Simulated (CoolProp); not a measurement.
The fluid at 456.29 K and 6.15 MPa flows at 0.23 m/s in a round tube of 20 mm bore and 45 µm roughness, fully developed (64/Re and Nu = 3.66 if laminar; Colebrook and Gnielinski if turbulent). The same conditions are run with several fluids, on thermodynamics alone (safety and materials aside).

Model: reference Helmholtz-energy equation of state of each fluid (propylene: Lemmon 2013; methane: Setzmann 1991; isobutane: Bücker 2006; dry air: Lemmon 2000; R142b: Lemmon 2006), in CoolProp. Blends and air are pseudo-pure fits.

### Question
Rank propylene, methane, isobutane, dry air, R142b by Reynolds number, highest first.

### Answer
R142b (54700), isobutane (39800), propylene (23600), dry air (8110), methane (7260)

```tsv
fluid	Darcy friction factor	pressure drop (Pa/m)	heat-transfer coefficient (W/(m² K))	mass flow (kg/h)
propylene	0.0295	3.47	194	23.1
methane	0.0365	1.26	79.4	6.81
isobutane	0.0277	7.07	485	50.3
dry air	0.0356	2.17	52.7	12.0
R142b	0.0268	11.0	410	80.6
```

Transport values come from each fluid's own correlations; those of propylene, R142b are estimates that may be off by 10 % or more.
